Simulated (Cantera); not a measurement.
A Cantera script and what it prints.

```python
import numpy as np
import cantera as ct

gas_names = """
    B BH BH2 BH3 BN BO BO2 B2 B2O B2O2 B2O3 B3O3H3 H HBO HBO2 HNO HNO2 HNO3 HO2 H2 H2O H2O2 H3B3O6 N NH
    NH2 NH3 NH2OH NO NO2 NO3 N2 N2H2 N2H4 N2O O OH O2 O3
""".split()
cond_names = """
    B(b) B(L) BN(s) B2O3(L) B3O3H3(cr) H2O(s) H2O(L)
""".split()


# ... load() reads the species with a 1 bar reference pressure and builds the phases ...
atoms = {
    'B': {'B': 1},
    'H2O': {'H': 2, 'O': 1},
    'N2': {'N': 2},
}
top_T = {'BN(s)': 3200}  # K; cautious upper limits of use, not melting points


# ... equilibrate(T, P, feed) seeds the gas with the atoms and calls Mixture.equilibrate('TP', solver="vcs", rtol=1e-11, max_steps=5000) ...
results = []
feed = {'B': 1, 'H2O': 5.8, 'N2': 0.35}  # mol
T = 1148  # K
P = 3900  # Pa
mix = equilibrate(T, P, feed)
results.append((T, P, feed, dict(zip(mix.species_names, mix.species_moles))))
print(gas.report(threshold=0.001))
for i in range(1, mix.n_phases):
    print(f"{mix.phase(i).name:16s} {mix.phase_moles(i):12.5e} mol")
```

Output:

```
       temperature   1148 K
          pressure   3900 Pa
           density   0.0060919 kg/m^3
  mean mol. weight   14.909 kg/kmol
   phase of matter   gas

                          1 kg             1 kmol
                     ---------------   ---------------
          enthalpy       -9.5541e+06       -1.4245e+08  J
   internal energy       -1.0194e+07       -1.5199e+08  J
           entropy             17159        2.5583e+05  J/K
    Gibbs function       -2.9253e+07       -4.3614e+08  J
 heat capacity c_p            2687.3             40066  J/K
 heat capacity c_v            2129.6             31751  J/K

                      mass frac. Y      mole frac. X     chem. pot. / RT
                     ---------------   ---------------   ---------------
              HBO2         0.0047496         0.0016162           -101.03
                H2           0.03298            0.2439           -22.515
               H2O           0.84089           0.69593           -54.255
            H3B3O6          0.014451         0.0016391            -303.1
                N2           0.10693          0.056911           -31.341
     [  +34 minor]        5.4931e-07        5.1562e-07

B(b)              0.00000e+00 mol
BN(s)             0.00000e+00 mol
B2O3(L)           4.79909e-01 mol
B3O3H3(cr)        0.00000e+00 mol
```

Equilibrium computed with Cantera from the NASA thermochemical tables; the gas is ideal and each condensed phase is pure. Gases not in the tables: H3BO3.
